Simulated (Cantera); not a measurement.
Feed: 1 mol Zr, 0.78 mol O2, 55 mol H2, 0.58 mol N2O, held at 2050 K and 0.100 bar.

These are equilibrium values from Cantera (NASA tables, ideal gas, pure condensed phases), not measurements of a reactor. Candidate condensed phases: H2O, Zr, ZrN, ZrO2; 28 gas species. Kinetics and transport are ignored.

Base state: H2 0.980, N2 0.0104, H 0.00710, H2O 0.00251 (mole fractions); condensed: ZrO2(tetragonal).

**Question.** What changes in the equilibrium state with this change: O2 from 0.78 to 0.071 mol?

**Answer.** 
```csv
species,before,after
H2,0.980,0.988
H,0.00710,0.00713
N2,0.0104,0.00469
H2O,0.00251,4.35e-5
"ZrO2(tetragonal), mol",1.00,0.360
"ZrN(s), mol",0,0.640
```
Mutual solubility and eutectic melting of coexisting phases are not modelled. ZrN: taken at fixed stoichiometry. Condensed phases not in the tables: solid solutions among these carbides, nitrides and lower oxides.

**Question.** What changes in the equilibrium state with this change: temperature from 2050 K to 1973.15 K?

**Answer.** 
| species | before | after |
|---|---|---|
| H2 | 0.980 | 0.983 |
| N2 | 0.0104 | 0.0104 |
| H | 0.00710 | 0.00423 |
| H2O | 0.00251 | 0.00251 |
| ZrO2(tetragonal), mol | 1.00 | 1.00 |
